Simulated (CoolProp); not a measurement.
Properties of sulfur hexafluoride along the isobar 3410 kPa (Tc = 318.7 K, pc = 3755 kPa, ω = 0.210).

Model: reference Helmholtz-energy equation of state, Guder 2009, in CoolProp.

```tsv
T (K)	phase	expansivity (1/kK)	viscosity (µPa s)	fugacity coefficient
240.6	liquid	2.880	___	0.1341
258.9	liquid	3.470	251	0.2302
277.3	liquid	4.533	186	___
295.7	liquid	7.131	133	0.5133
332.5	gas	12.04	20.5	0.7444
350.9	gas	7.618	20.6	0.7891
369.3	gas	5.806	___	___
387.7	gas	4.786	21.6	0.8523
406.1	gas	___	___	___
424.5	gas	3.643	22.8	0.8948
442.9	gas	3.283	23.4	___
461.3	gas	2.999	24.1	0.9248
```

### Question
Some entries are withheld; supply them.

### Answer

- 240.6, viscosity (µPa s): 335
- 277.3, fugacity coefficient: 0.3585
- 369.3, viscosity (µPa s): 21.1
- 369.3, fugacity coefficient: 0.8240
- 406.1, expansivity (1/kK): 4.119
- 406.1, viscosity (µPa s): 22.2
- 406.1, fugacity coefficient: 0.8755
- 442.9, fugacity coefficient: 0.9111

Viscosity comes from a separate model (Quiñones-Cisneros 2012).
